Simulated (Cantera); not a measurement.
Charge: 1 mol V, 0.047 mol H2O, equilibrated at 52.0 Pa.

Cantera equilibrium calculation (NASA polynomials, part measured and part estimated; ideal gas, pure solids and liquids). Candidate condensed phases: H2O, V, VO, V2O3, V2O4, V2O5; 12 gas species. Equilibrium is a limit: real reactors are often held back by kinetics, nucleation or transport. All values below are at 2325 °C.

Base state: V 0.874, H 0.0814, VO 0.0423, H2 0.00238, VO2 0.000342, O 6.29e-5 (mole fractions); condensed: gas only.

What changes in the equilibrium state with this change: H2O from 0.047 to 0.019 mol?


```tsv
species	before	after
V	0.874	0.946
H	0.0814	0.0357
VO	0.0423	0.0182
VO2	0.000342	5.82e-5
H2	0.00238	0.000457
O	6.29e-5	2.50e-5
```
